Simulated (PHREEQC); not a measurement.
1 kg of water holding 0.074 mol NaCl meets 20 L of dry gas (CH4 1 by moles) at fixed total pressure, at 50 °C; fugacities by Peng-Robinson. The gases take part in no redox reaction, some water evaporates into the gas, and hydrates or a liquid gas phase aren't modelled. Precipitation was switched off in this run.

All values are PHREEQC results (ion-association model, phreeqc.dat), not measurements.

Problem. Predict dissolved CH4 (mol/kgw), φ of CH4 at P (atm) = 10, 100, 200.

Solution. 
| P (atm) | dissolved CH4 (mol/kgw) | φ of CH4 |
|---|---|---|
| 10 | 0.0104 | 0.983 |
| 100 | 0.0822 | 0.860 |
| 200 | 0.132 | 0.780 |

Constants without temperature data keep their 25 °C values here.
